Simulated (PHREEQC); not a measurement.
## Alkaline etch or developer: speciation

Make-up at 25 °C: 0.0051 mol KOH, 0.00085 mol H3BO3 and 0.067 mol (CH3)4NCl per kg of water. Closed to the air; pH follows from the charge balance.

Equilibrium calculation in PHREEQC: ion-association model, phreeqc.dat.

No solid was allowed to form.

**Question.** What pH does the model give?

**Answer.** pH 11.52.

(CH3)4N+ isn't in the database: it is added as a free cation with an ion size of 4 Å.
